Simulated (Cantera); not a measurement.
Cantera run, input and output.

```python
import numpy as np
import cantera as ct

gas = ct.Solution("gri30.yaml")


def delay(T, t_max=10):
    gas.TPX = T, 500000, {'CO': 1, 'H2': 0.57, 'CH4': 0.063, 'O2': 0.569, 'N2': 2.14}
    reactor = ct.IdealGasConstPressureReactor(gas, clone=False)
    net = ct.ReactorNet([reactor])
    net.rtol, net.atol = 1e-8, 1e-16
    while net.time < t_max:
        t_old, T_old = net.time, reactor.T
        net.step()
        if reactor.T > T + 400:  # ignition: a rise of 400 K
            return t_old + (T + 400 - T_old) / (reactor.T - T_old) * (net.time - t_old)
    return np.nan


taus = []
for T in [1225, 1325, 1425, 1525, 1625, 1725, 1825, 1925, 2025]:
    taus.append(delay(T))
    print(f"T0 = {T:6g} K   tau = {taus[-1]:.4e} s")
```

Output:

```
T0 =   1225 K   tau = 2.6139e-05 s
T0 =   1325 K   tau = 1.1690e-05 s
T0 =   1425 K   tau = 6.8966e-06 s
T0 =   1525 K   tau = 4.6635e-06 s
T0 =   1625 K   tau = 3.4396e-06 s
T0 =   1725 K   tau = 2.7294e-06 s
T0 =   1825 K   tau = 2.3036e-06 s
T0 =   1925 K   tau = 2.0398e-06 s
T0 =   2025 K   tau = 1.8864e-06 s
```

Detailed kinetics in Cantera: GRI-Mech 3.0 (53 species, 325 reactions). Where the delays flatten at high temperature, the 400 K rule measures the pace of heat release, not the induction time.
